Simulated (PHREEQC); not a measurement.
HF is added in steps, without added water, to 1 kg of water holding 0.0013 mol CdCl2, 0.012 mol CuCl2 and 0.00014 mol NaHCO3, at 25 °C. O2 is buffered at 0.21 atm. CO2 from the air is kept out. Solids allowed: Cu(OH)2, Malachite, Atacamite, Cd(OH)2, Otavite, CdOHCl, Halite, Nahcolite, Natron, CuF2:2H2O, CdF2. Others were left out.

Base run: PHREEQC, ion-association model, wateq4f.dat. Each further column changes one thing. The table gives pH.

```json
[
 {"HF added (mol)": "0", "base": "4.49", "all activity coefficients set to 1": "4.29", "Debye-Hückel limiting law": "4.57", "Davies equation for every ion": "4.50"},
 {"HF added (mol)": "0.006625", "base": "2.75", "all activity coefficients set to 1": "2.73", "Debye-Hückel limiting law": "2.77", "Davies equation for every ion": "2.76"},
 {"HF added (mol)": "0.01656", "base": "2.51", "all activity coefficients set to 1": "2.50", "Debye-Hückel limiting law": "2.53", "Davies equation for every ion": "2.53"},
 {"HF added (mol)": "0.02319", "base": "2.43", "all activity coefficients set to 1": "2.42", "Debye-Hückel limiting law": "2.45", "Davies equation for every ion": "2.44"},
 {"HF added (mol)": "0.02981", "base": "2.37", "all activity coefficients set to 1": "2.37", "Debye-Hückel limiting law": "2.39", "Davies equation for every ion": "2.39"},
 {"HF added (mol)": "0.03644", "base": "2.33", "all activity coefficients set to 1": "2.32", "Debye-Hückel limiting law": "2.35", "Davies equation for every ion": "2.34"},
 {"HF added (mol)": "0.04637", "base": "2.27", "all activity coefficients set to 1": "2.27", "Debye-Hückel limiting law": "2.29", "Davies equation for every ion": "2.28"},
 {"HF added (mol)": "0.053", "base": "2.24", "all activity coefficients set to 1": "2.24", "Debye-Hückel limiting law": "2.26", "Davies equation for every ion": "2.25"}
]
```

wateq4f.dat counts part of the HF as a dimer, H2F2, which phreeqc.dat doesn't know; its constant is uncertain.
